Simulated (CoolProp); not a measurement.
Properties of toluene along the isobar 5.21 MPa (Tc = 318.6 °C, pc = 4.126 MPa, ω = 0.266).

Values from CoolProp's reference Helmholtz-energy equation of state, Lemmon 2006. It is a short technical equation, of lower accuracy than the large ones.

```csv
T (°C),phase,density (kg/m³),cp (kJ/(kg K)),speed of sound (m/s),Prandtl number,fugacity coefficient
87.25,liquid,808.6,1.906,1085,5.15,0.01132
109.65,liquid,787.0,1.986,1002,4.75,0.02199
132.05,liquid,764.7,2.068,921.4,4.44,0.03894
154.35,liquid,741.6,2.151,842.4,4.20,0.06371
176.75,liquid,717.1,2.238,763.7,3.99,0.09793
199.15,liquid,691.0,2.329,685.0,3.79,0.1425
221.55,liquid,662.7,2.426,605.4,3.60,0.1976
243.85,liquid,631.5,2.535,524.5,3.39,0.2628
266.25,liquid,595.5,2.669,440.3,3.17,0.3374
288.65,liquid,552.0,2.857,351.1,2.92,0.4192
```

Viscosity comes from a separate model (Avgeri 2015). Thermal conductivity comes from a separate model (Assael 2012).
